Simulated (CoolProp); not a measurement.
Octamethylcyclotetrasiloxane (D4) along the isobar 7800 kPa: fugacity coefficient from the reference equation and from simpler models built on Tc = 586.5 K, pc = 1347 kPa, ω = 0.598; each cubic takes its own stable root.

Values from CoolProp's reference Helmholtz-energy equation of state, Thol 2015.

| T (K) | phase | reference |
|---|---|---|
| 526.1 | liquid | 0.1086 |
| 537.9 | liquid | 0.1278 |
| 549.6 | liquid | 0.1483 |
| 561.3 | liquid | 0.1705 |
| 573.1 | liquid | 0.1943 |
| 584.8 | liquid | 0.2192 |
| 596.5 | supercritical | 0.2452 |
| 608.3 | supercritical | 0.2725 |
| 620 | supercritical | 0.3003 |

### Question
How far does each simpler model (Redlich-Kwong, Soave-Redlich-Kwong) lie from the reference over these 9 states: mean and median of the absolute difference, and the worst?

### Answer
- Redlich-Kwong: mean 19.2 %, median 16.8 %, worst +43.9 % at 526.1 K and 7800 kPa
- Soave-Redlich-Kwong: mean 11.1 %, median 11.2 %, worst +12.1 % at 620 K and 7800 kPa
